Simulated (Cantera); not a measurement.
Charge: 1 mol Fe(CO)₅, 0.023 mol O₂, 20 mol N₂, 0.086 mol CO, held at 0.100 bar.

Equilibrium computed with Cantera from the NASA thermochemical tables; the gas is ideal and each condensed phase is pure. Candidate condensed phases: C, Fe, Fe(CO)₅, FeO, Fe₂O₃, Fe₃O₄; 27 gas species. Equilibrium is a limit: real reactors are often held back by kinetics, nucleation or transport.

Question: At 1325 K, list the 3 most abundant gas species with their mole fractions, and the condensed phases.

Answer: N₂ 0.797, CO 0.201, CO₂ 0.00183. Condensed: Fe(γ).
